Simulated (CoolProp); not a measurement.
Vapour-liquid equilibrium of n-octane (1) + p-xylene (2) at 0.0166 MPa; x and y are mole fractions of (1).

The numbers come from the multi-fluid Helmholtz-energy mixture model, Beckmüller 2019 and Zhou 2012; pair parameters Bell 2016 in CoolProp.

```tsv
x	bubble temperature, mixture model (°C)	bubble temperature, Raoult's law (°C)	y, mixture model	y, Raoult's law
0.05	80.3	80.9	0.093	0.073
0.15	78.3	79.7	0.243	0.209
0.25	76.8	78.5	0.362	0.333
0.35	75.5	77.4	0.462	0.446
0.45	74.5	76.3	0.552	0.551
0.55	73.7	75.3	0.635	0.647
0.65	72.9	74.3	0.716	0.736
0.75	72.3	73.3	0.795	0.819
0.85	71.8	72.4	0.876	0.895
0.95	71.3	71.5	0.958	0.966
```

The largest gap from Raoult's law is -1.9 K in bubble temperature, at x = 0.35. No azeotrope shows between x = 0.05 and 0.95.

The pair parameters rest on a limited set of measurements; away from them the model extrapolates.
